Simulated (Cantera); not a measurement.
Input (Python, Cantera) and output of one run.

```python
import numpy as np
import cantera as ct

gas_names = """
    O2 F2
""".split()
cond_names = """
    Ca(L) CaF2(b) CaO(s)
""".split()


# ... load() reads the species with a 1 bar reference pressure and builds the phases ...
species = {s.name: s for s in load("nasa_gas.yaml", gas_names) + load("nasa_condensed.yaml", cond_names)}
T = 1575
g = {n: (s.thermo.h(T) - T * s.thermo.s(T)) / (ct.gas_constant * T * np.log(10)) for n, s in species.items()}
valid = cond_names  # the entries whose range holds T


def stable(la, lb):
    # potentials (over RT ln 10) of the two non-metals from log10 p(O2) and log10 p(F2) in bar
    mu = {}
    mu["O"] = (g["O2"] + la) / 2
    mu["F"] = (g["F2"] + lb) / 2
    cost = {}
    for n in valid:
        c = species[n].composition
        cost[n] = (g[n] - sum(c.get(e, 0) * m for e, m in mu.items())) / c["Ca"]
    return min(cost, key=cost.get)


results = []
for lb in [0, -1.6, -3.2, -4.8, -6.5, -8.1, -9.7, -11.3, -12.9, -14.5, -16.2, -17.8, -19.4, -21]:
    row = [stable(la, lb) for la in [-14, -13.2, -12.3, -11.5, -10.7, -9.8, -9, -8.2, -7.3, -6.5, -5.7, -4.8, -4, -3.2, -2.3, -1.5, -0.7, 0.2, 1]]
    results.append(row)
    print(f"{lb:6.1f}  " + " ".join(f"{valid.index(n):x}" for n in row))
print("key: " + ", ".join(f"{i:x} {n}" for i, n in enumerate(valid)))
```

Result:

```
   0.0  1 1 1 1 1 1 1 1 1 1 1 1 1 1 1 1 1 1 1
  -1.6  1 1 1 1 1 1 1 1 1 1 1 1 1 1 1 1 1 1 1
  -3.2  1 1 1 1 1 1 1 1 1 1 1 1 1 1 1 1 1 1 1
  -4.8  1 1 1 1 1 1 1 1 1 1 1 1 1 1 1 1 1 1 1
  -6.5  1 1 1 1 1 1 1 1 1 1 1 1 1 1 1 1 1 1 1
  -8.1  1 1 1 1 1 1 1 1 1 1 1 1 1 1 1 1 1 1 1
  -9.7  1 1 1 1 1 1 1 1 1 1 1 1 1 1 1 1 1 1 1
 -11.3  1 1 1 1 1 1 1 1 1 1 1 1 1 1 1 1 1 1 1
 -12.9  1 1 1 1 1 1 1 1 1 1 1 1 1 1 1 1 1 1 1
 -14.5  1 1 1 1 1 1 1 1 1 1 1 1 1 1 1 1 1 1 1
 -16.2  1 1 1 1 1 1 1 1 1 1 1 1 1 1 1 1 1 1 2
 -17.8  1 1 1 1 1 1 1 1 1 1 1 1 1 1 2 2 2 2 2
 -19.4  1 1 1 1 1 1 1 1 1 1 2 2 2 2 2 2 2 2 2
 -21.0  1 1 1 1 1 1 2 2 2 2 2 2 2 2 2 2 2 2 2
key: 0 Ca(L), 1 CaF2(b), 2 CaO(s)
```

Cantera with NASA thermochemical tables; ideal gases at 1 bar, condensed phases pure. Not in the tables: oxide halides.
